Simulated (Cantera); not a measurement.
A Cantera script and what it prints.

```python
import numpy as np
import cantera as ct

gas_names = """
    C CH CH2 CH3 CH4 C2 C2H C2H2,acetylene C2H2,vinylidene C2H3,vinyl C2H4 C2H5 C2H6 C3 C3H3,propargyl
    C3H4,allene C3H4,propyne C3H4,cyclo- C3H5,allyl C3H6,propylene C3H6,cyclo- C3H7,n-propyl
    C3H7,i-propyl C3H8 C4 C4H2 C4H4,1,3-cyclo- C4H6,butadiene C4H6,2-butyne C4H6,cyclo- C4H8,1-butene
    C4H8,cis2-buten C4H8,tr2-butene C4H8,isobutene C4H8,cyclo- C4H9,n-butyl C4H9,i-butyl C4H9,s-butyl
    C4H9,t-butyl C4H10,isobutane C4H10,n-butane C5 C5H6,1,3cyclo- C5H8,cyclo- C5H10,1-pentene
    C5H10,cyclo- C5H11,pentyl C5H11,t-pentyl C5H12,n-pentane C5H12,i-pentane CH3C(CH3)2CH3 C6H2
    C6H5,phenyl C6H6 C6H10,cyclo- C6H12,1-hexene C6H12,cyclo- C6H13,n-hexyl C7H7,benzyl C7H8
    C7H14,1-heptene C7H15,n-heptyl C7H16,n-heptane C8H8,styrene C8H10,ethylbenz C8H16,1-octene
    C8H17,n-octyl C8H18,isooctane C8H18,n-octane C9H19,n-nonyl C10H8,naphthale C10H21,n-decyl
    C12H9,o-bipheny C12H10,bipheny H H2
""".split()
cond_names = """
    C(gr) C6H6(L) C7H8(L) C8H18(L),n-octa
""".split()


def load(file, names, dense=False):
    # The tables refer to 1 bar. Condensed volumes are neglected.
    table = {s.name: s for s in ct.Species.list_from_file(file)}
    out = []
    for n in names:
        d = dict(table[n].input_data)
        d["thermo"] = dict(d["thermo"], **{"reference-pressure": 1e5})
        if dense:
            d["equation-of-state"] = {"model": "constant-volume", "density": "1e6 g/cm^3"}
        out.append(ct.Species.from_dict(d))
    return out


gas = ct.Solution(thermo="ideal-gas", species=load("nasa_gas.yaml", gas_names))
cond = {s.name: ct.Solution(thermo="fixed-stoichiometry", species=[s], name=s.name)
        for s in load("nasa_condensed.yaml", cond_names, dense=True)}
atoms = {
    'C2H2': {'C': 2, 'H': 2},
    'H2': {'H': 2},
}
top_T = {'C(gr)': 4500}  # K; cautious upper limits of use, not melting points


def equilibrate(T, P, feed):
    n = {}
    for name, mol in feed.items():
        for a, k in atoms[name].items():
            n[a] = n.get(a, 0.0) + k * mol
    gas.TPX = T, P, n
    mass = sum(n.values()) * gas.mean_molecular_weight
    gas.equilibrate("TP")
    valid = [c for c in cond.values() if c.min_temp <= T <= top_T.get(c.name, c.max_temp)]
    mix = ct.Mixture([(gas, mass / gas.mean_molecular_weight)] + [(c, 0.0) for c in valid])
    mix.T, mix.P = T, P
    mix.equilibrate("TP", solver="vcs", rtol=1e-11, max_steps=5000)
    return mix


results = []
feed = {'C2H2': 1, 'H2': 6.8}  # mol
P = 420000  # Pa
for T in [700, 800, 900, 1000, 1100, 1200, 1300, 1400, 1500, 1600, 1700]:
    mix = equilibrate(T, P, feed)
    results.append((T, P, feed, dict(zip(mix.species_names, mix.species_moles))))

top = {s: max(r[3][s] / sum(r[3][g] for g in gas_names) for r in results) for s in gas_names}
cols = sorted((s for s in top if top[s] > 1e-06), key=lambda s: -top[s])[:7]
seen = [c for c in cond_names if any(r[3].get(c, 0) > 1e-12 for r in results)]
print("log10 of partial pressures in bar; condensed amounts in mol")
print(f"{'T/K':>10s}" + "".join(f"{s[:9]:>10s}" for s in cols + seen))
for T, P, feed, n in results:
    ng = sum(n[g] for g in gas_names)
    print(f"{T:10.4g}" + "".join(f"{np.log10(max(n[s] / ng * P / 1e5, 1e-99)):10.3f}" for s in cols)
          + "".join(f"{n.get(c, 0):10.4g}" for c in seen))
```

Result:

```
log10 of partial pressures in bar; condensed amounts in mol
       T/K        H2       CH4 C2H2,acet         H      C2H4      C2H6       CH3     C(gr)
       700     0.440     0.161   -16.857   -13.377    -9.547    -5.480   -12.554         0
       800     0.440     0.161   -13.143   -11.318    -7.558    -4.817   -10.437         0
       900     0.440     0.161   -10.236    -9.712    -5.999    -4.294    -8.787         0
      1000     0.507    -0.006    -8.436    -8.391    -5.214    -4.273    -7.666    0.5166
      1100     0.569    -0.307    -7.307    -7.303    -4.911    -4.588    -6.917      1.18
      1200     0.597    -0.608    -6.392    -6.406    -4.709    -4.925    -6.330     1.567
      1300     0.610    -0.885    -5.630    -5.651    -4.562    -5.245    -5.853     1.765
      1400     0.616    -1.133    -4.983    -5.005    -4.447    -5.535    -5.453     1.866
      1500     0.619    -1.353    -4.426    -4.445    -4.353    -5.793    -5.110     1.918
      1600     0.620    -1.547    -3.940    -3.955    -4.273    -6.022    -4.813     1.947
      1700     0.621    -1.718    -3.513    -3.521    -4.204    -6.225    -4.552     1.963
```

Method: chemical equilibrium by Gibbs-energy minimisation in Cantera with the NASA 1993 tables (ideal gas, pure condensed phases).
